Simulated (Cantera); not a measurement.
An isothermal plug-flow reactor at 1323 K and 1.00 bar (inlet), inlet velocity 6.6 m/s, active area per volume 400 1/m; feed CH4 : O2 : N2 : H2O = 0.0023 : 0.085 : 0.79 : 0.0053 (molar parts).

Computed with Cantera and Deutschmann's 1995 Pt surface mechanism with GRI-Mech 3.0 gas chemistry. Catalytic surfaces can have several steady states; this one follows from the mechanism file's or the stated starting coverage. Mass transfer to the wall is taken as infinitely fast.

One state of this run: x CH4 = 0.00257; x O2 = 0.0962; x H2O = 0.00608; x CO2 = 3.13e-5; x CO = 4.61e-6; θ free Pt = 0.553; θ O* = 0.447. x: gas mole fraction; θ: surface coverage.

Problem. Which value of z (m) does it belong to?
A. 0.014
B. 0.00027
C. 0.0037
D. 0.0071

Solution. B, 0.00027
